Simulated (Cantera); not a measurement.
A freely propagating, adiabatic, planar premixed flame of 49.2 % H₂, 10.7 % O₂, 40.2 % N₂, unburnt at 675 K and 0.130 bar; mixture-averaged transport, grid criteria slope 0.08 and curve 0.16, no radiation.

Cantera simulation using the H2/O2 subset of GRI-Mech 3.0, which has no nitrogen chemistry; the numbers are that mechanism's predictions, not measurements. Burning velocities carry a grid error of a few per cent, more on coarse grids.

x: mole fraction of selected species; z is measured from the peak of heat release.

| z (mm) | T (K) | u (m/s) | x H₂ | x O₂ | x H₂O₂ | x HO₂ | x H₂O | x OH |
|---|---|---|---|---|---|---|---|---|
| -20.7 | 675 | 8.43 | 0.492 | 0.107 | <1e-8 | <1e-8 | <1e-8 | <1e-8 |
| -13.8 | 675 | 8.43 | 0.492 | 0.107 | <1e-8 | <1e-8 | <1e-8 | <1e-8 |
| -10.3 | 675 | 8.43 | 0.492 | 0.107 | <1e-8 | <1e-8 | <1e-8 | <1e-8 |
| -6.89 | 675 | 8.43 | 0.492 | 0.107 | <1e-8 | 1.04e-6 | 1.83e-7 | <1e-8 |
| -3.44 | 685 | 8.55 | 0.490 | 0.106 | 1.44e-7 | 2.84e-5 | 0.000730 | 1.79e-5 |
| -1.72 | ? | 9.71 | 0.465 | 0.102 | ? | ? | ? | ? |
| 0 | 1115 | 13.5 | 0.317 | 0.0523 | 1.77e-7 | 8.52e-6 | 0.115 | 0.00184 |
| 1.72 | 1331 | 16.0 | 0.226 | ? | ? | ? | 0.211 | ? |
| 3.44 | 1413 | 16.9 | 0.226 | 0.000751 | 7.96e-8 | 1.12e-7 | 0.218 | 0.00265 |
| 6.89 | 1511 | 17.9 | 0.236 | 0.000594 | 7.82e-8 | 8.04e-8 | 0.219 | 0.00322 |
| 13.8 | 1628 | 19.1 | 0.247 | 0.000515 | 6.33e-8 | 6.38e-8 | 0.221 | 0.00380 |
| 27.6 | 1753 | 20.4 | 0.259 | 0.000398 | 4.11e-8 | 4.72e-8 | 0.223 | 0.00416 |
| 55.1 | 1874 | 21.6 | 0.270 | 0.000272 | 2.32e-8 | 3.33e-8 | 0.226 | 0.00414 |

Q: What belongs in the gaps?

A: 
- -1.72, T (K): 785
- -1.72, x H₂O₂: 1.04e-7
- -1.72, x HO₂: 2.10e-5
- -1.72, x H₂O: 0.0114
- -1.72, x OH: 0.000181
- 1.72, x O₂: 0.00382
- 1.72, x H₂O₂: 8.70e-8
- 1.72, x HO₂: 6.18e-7
- 1.72, x OH: 0.00233
